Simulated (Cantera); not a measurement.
Standard-state values (1 bar) from the NASA 1993 polynomials, evaluated with Cantera. Values are per mole of reaction as written; species without (g) are pure solids or liquids, kept so even where they would boil at 1 bar. TaC: taken at fixed stoichiometry.

2 CO(g) + 2 TaO₂(g) → 3 O₂(g) + 2 TaC

```json
[
 {"T (K)": "950", "ΔH° (kJ)": "349.8", "ΔS° (J/K)": "-229.8", "ΔG° (kJ)": "568.2", "log10 K": "-31.24"},
 {"T (K)": "1150", "ΔH° (kJ)": "…", "ΔS° (J/K)": "…", "ΔG° (kJ)": "…", "log10 K": "…"},
 {"T (K)": "1350", "ΔH° (kJ)": "362.2", "ΔS° (J/K)": "-219.0", "ΔG° (kJ)": "657.9", "log10 K": "-25.45"},
 {"T (K)": "1550", "ΔH° (kJ)": "…", "ΔS° (J/K)": "…", "ΔG° (kJ)": "…", "log10 K": "…"},
 {"T (K)": "1750", "ΔH° (kJ)": "…", "ΔS° (J/K)": "…", "ΔG° (kJ)": "…", "log10 K": "…"},
 {"T (K)": "1950", "ΔH° (kJ)": "385.0", "ΔS° (J/K)": "-205.1", "ΔG° (kJ)": "785.0", "log10 K": "-21.03"},
 {"T (K)": "2150", "ΔH° (kJ)": "393.9", "ΔS° (J/K)": "-200.8", "ΔG° (kJ)": "825.6", "log10 K": "-20.06"},
 {"T (K)": "2350", "ΔH° (kJ)": "403.5", "ΔS° (J/K)": "-196.5", "ΔG° (kJ)": "865.3", "log10 K": "-19.23"},
 {"T (K)": "2550", "ΔH° (kJ)": "413.8", "ΔS° (J/K)": "-192.3", "ΔG° (kJ)": "904.2", "log10 K": "-18.52"},
 {"T (K)": "2750", "ΔH° (kJ)": "424.8", "ΔS° (J/K)": "-188.2", "ΔG° (kJ)": "942.3", "log10 K": "-17.90"},
 {"T (K)": "2950", "ΔH° (kJ)": "436.4", "ΔS° (J/K)": "-184.1", "ΔG° (kJ)": "979.5", "log10 K": "-17.34"}
]
```

Q: What belongs in the gaps?

A: 
- 1150, ΔH° (kJ): 355.7
- 1150, ΔS° (J/K): -224.2
- 1150, ΔG° (kJ): 613.5
- 1150, log10 K: -27.87
- 1550, ΔH° (kJ): 369.2
- 1550, ΔS° (J/K): -214.2
- 1550, ΔG° (kJ): 701.2
- 1550, log10 K: -23.63
- 1750, ΔH° (kJ): 376.8
- 1750, ΔS° (J/K): -209.6
- 1750, ΔG° (kJ): 743.6
- 1750, log10 K: -22.19
